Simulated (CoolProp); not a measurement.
Values from CoolProp's reference Helmholtz-energy equation of state, Thol 2019.

For decamethylcyclopentasiloxane (D5), give the phase and the cv (kJ/(kg K)), speed of sound (m/s) at 614.5 K and 53.1 kPa.


- 614.5 K and 53.1 kPa: gas; cv 1.92, speed of sound 116
